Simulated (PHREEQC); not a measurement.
A solution holds 0.003 mol HF, 0.0092 mol (CH3)4NF and 0.00072 mol H2SiF6 per kg of water, at 25 °C. Closed to the air; pH follows from the charge balance.

Computed with PHREEQC (ion-association model, phreeqc.dat).

```tsv
quantity	before	after
pH	3.44	3.40
HF (mol/kgw)	0.00392	0.00389
H4SiO4 (mol/kgw)	1.28e-7	1.66e-7
SI of Quartz (SiO2)	-2.91	-2.80
```

### Question
Which change was made?
(A) (CH3)4NF from 0.0092 to 0.00828 mol/kgw
(B) (CH3)4NF from 0.0092 to 0.0138 mol/kgw
(C) HF from 0.003 to 0.0006 mol/kgw
(D) (CH3)4NF from 0.0092 to 0.092 mol/kgw

### Answer
A, (CH3)4NF from 0.0092 to 0.00828 mol/kgw

This is a speciation only: nothing precipitates in the calculation. (CH3)4N+ isn't in the database: it is added as a free cation with an ion size of 4 Å. SiF6-2 is the database's only silicon fluoride.
